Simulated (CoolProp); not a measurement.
Vapour-liquid equilibrium of ethane (1) + C3F8 (R218) (2) at 283.3 K; x and y are mole fractions of (1).

Computed with CoolProp (multi-fluid Helmholtz-energy mixture model, Bücker 2006 and Lemmon 2006; pair parameters Bell 2016).

| x | bubble pressure (kPa) | y at the bubble point | dew pressure at overall composition x (kPa) | liquid density (mol/L) |
|---|---|---|---|---|
| 0.05 | 742.7 | 0.231 | (withheld) | 7.614 |
| 0.125 | 1007 | 0.438 | 652.5 | 7.831 |
| 0.2 | (withheld) | 0.558 | 714.1 | 8.053 |
| 0.275 | 1496 | 0.635 | 787.4 | 8.281 |
| 0.35 | (withheld) | 0.689 | 876.1 | 8.516 |
| 0.425 | 1894 | 0.729 | 985.8 | 8.763 |
| 0.5 | 2063 | 0.762 | 1125 | 9.025 |
| 0.575 | 2219 | 0.791 | 1307 | (withheld) |
| 0.65 | 2368 | 0.820 | 1550 | 9.637 |
| 0.725 | 2515 | 0.850 | 1876 | 10.02 |
| 0.8 | 2660 | 0.883 | 2266 | (withheld) |
| 0.875 | 2804 | 0.922 | 2625 | 11.07 |
| 0.95 | 2942 | 0.966 | 2895 | 11.81 |

Task: Complete the blanks.

Result: 
- 0.05, dew pressure at overall composition x (kPa): 599.9
- 0.2, bubble pressure (kPa): 1262
- 0.35, bubble pressure (kPa): 1707
- 0.575, liquid density (mol/L): 9.312
- 0.8, liquid density (mol/L): 10.48

No azeotrope shows between x = 0.05 and 0.95.

The pair parameters rest on a limited set of measurements; away from them the model extrapolates.
